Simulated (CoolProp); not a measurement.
A Linde-Hampson liquefier for CF4 (R14): isothermal reversible compression at 320 K from 1 atm to 30 MPa, throttling to 1 atm, return gas leaving the recuperator 10 K below the feed. Each further row changes one setting.

Model: reference Helmholtz-energy equation of state, Platzer 1990, in CoolProp. This equation is an older, rougher fit; its heat capacities, sound speeds and derivatives of the liquid may be far off and weren't checked against measurements.

```tsv
case	liquid yield per pass	compression work (kJ/kg of gas)
as stated	0.226	159
warm-end temperature 350 K	0.172	179
warm-end gap 15 K	0.214	159
```
